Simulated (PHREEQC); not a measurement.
A PHREEQC input (ion-association model, phreeqc.dat):

```
SOLUTION 1
  temp 50
  units mgL
  pH 6.47
  pe 8.5
  Na 2440
  K 3
  Ca 48.9
  Mg 302
  Cl 4240
  S(6) 687 as SO4
  Alkalinity 7.04 as HCO3
  B 0.488
END
USE solution 1
EQUILIBRIUM_PHASES 1
  CO2(g) -2 10
END
```

It stops with these messages:

```
ERROR: Calculations terminating due to input errors.
```

The fault: a unit that the program doesn't know. The line should read `units mg/L` where the input has `units mgL`. With the mend the run ends at pH 5.91 and ionic strength 0.146 mol/kgw.
